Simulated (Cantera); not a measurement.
A freely propagating, adiabatic, planar premixed flame of CO : H2 : CH4 : O2 : N2 = 1 : 0.41 : 0.031 : 0.548 : 1.59 (molar parts), unburnt at 375 K and 520000 Pa; multicomponent transport, grid criteria slope 0.08 and curve 0.16, no radiation.

Model: GRI-Mech 3.0 (53 species, 325 reactions), integrated in Cantera. Burning velocities carry a grid error of a few per cent, more on coarse grids.

### Question
Predict: laminar burning velocity; thermal thickness; peak x(OH).

### Answer
```json
{
 "laminar_burning_velocity": "163 cm/s",
 "thermal_thickness": "0.0577 mm",
 "peak x(OH)": "0.0116"
}
```
